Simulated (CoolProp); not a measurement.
Values from CoolProp's reference Helmholtz-energy equation of state, Thol 2018.

Task: For hydrogen chloride, give the phase and the Z, cp (kJ/(kg K)), cv (kJ/(kg K)), speed of sound (m/s) at 230.75 °C and 17.3 MPa.

Result: 
- 230.75 °C and 17.3 MPa: supercritical; Z 0.852, cp 1.14, cv 0.625, speed of sound 400
